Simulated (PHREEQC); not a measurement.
Consider water at 5 °C with 0.06 mol/kgw Ni(NO3)2, 0.022 mol/kgw KCl and 1.8 mol/kgw HCl. Closed to the air; pH follows from the charge balance.

The numbers come from PHREEQC with the ion-association model, wateq4f.dat.

Precipitation was switched off in this run.

### Question
Estimate the pH, ionic strength.

### Answer
pH -0.12; ionic strength 1.86 mol/kgw.

### Question
In which forms is Ni present?

### Answer
NiCl2 62 %, NiCl+ 27 %, Ni+2 11 % of the Ni.

The ionic strength is past about 0.7 mol/kgw, beyond the range of this activity model, so the values are rough. Away from 25 °C the constants follow the database's enthalpies or fits; those with neither stay at their 25 °C values.
